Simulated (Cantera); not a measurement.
Feed: 1 mol Al2O3, 0.35 mol H2O, 5.7 mol H2, 2.7 mol HCl, at 1573 K and 7.50 Torr.

These are equilibrium values from Cantera (NASA tables, ideal gas, pure condensed phases), not measurements of a reactor. Candidate condensed phases: Al, AlCl3, Al2O3, H2O; 29 gas species. The numbers say what is thermodynamically allowed, not how fast it happens.

Base state: H2 0.651, HCl 0.308, H2O 0.0400, H 0.000328, Cl 0.000123 (mole fractions); condensed: Al2O3(s).

Problem. What changes in the equilibrium state with this change: Al2O3 replaced by B?

Solution. 
| species | before | after |
|---|---|---|
| H2 | 0.651 | 0.687 |
| HCl | 0.308 | 0.267 |
| HBO | 0 | 0.0203 |
| H2O | 0.0400 | 5.46e-6 |
| BOCl | 0 | 0.00985 |
| BCl3 | 0 | 0.00746 |
| B2O2 | 0 | 0.00369 |
| BCl | 0 | 0.00176 |
| Al2O3(s), mol | 1.000 | 0 |
| B(s), mol | 0 | 0.565 |
The tables' values for BOCl, BCl, BCl2, BH2 are old estimates; treat these amounts as uncertain. Gases not in the tables: BHCl2. Further candidate phases: B, B2O3, B3O3H3.
